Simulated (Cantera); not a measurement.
An isothermal, constant-pressure homogeneous reactor starts with 1.15 % H₂, 54.9 % O₂, 43.9 % N₂, equivalence ratio 0.011, at 1425 K and 0.0118 atm.

Model: the H2/O2 subset of GRI-Mech 3.0, which has no nitrogen chemistry, integrated in Cantera. Radical loss at walls, strong at low pressure, is not modelled.

x: mole fraction; the columns are a selection and need not sum to one.

```
t (s)        x H₂   x O₂       x O       x H    x H₂O₂
--------  -------  -----  --------  --------  --------
4.00e-6    0.0115  0.549  3.98e-11  7.09e-10    <1e-12
1.72e-5    0.0115  0.549  6.51e-10   2.58e-9    <1e-12
7.39e-5    0.0115  0.549       [?]       [?]  2.24e-12
0.000317   0.0115  0.549   7.80e-8   1.99e-8  3.81e-11
0.00136    0.0115  0.549   3.62e-6   6.36e-7  5.10e-10
0.00586       [?]  0.539   0.00921       [?]       [?]
0.0252    8.56e-5  0.539   0.00931  0.000576   8.88e-9
0.108     7.39e-5  0.540   0.00796  0.000457   8.46e-9
0.465     4.28e-5  0.543   0.00448  0.000195   6.88e-9
2.00      1.00e-5  0.546   0.00102   2.14e-5   3.36e-9
```

Problem. Complete the blanks.

Solution. 
- 7.39e-5, x O: 8.06e-9
- 7.39e-5, x H: 6.74e-9
- 0.00586, x H₂: 0.000236
- 0.00586, x H: 0.000714
- 0.00586, x H₂O₂: 1.20e-8
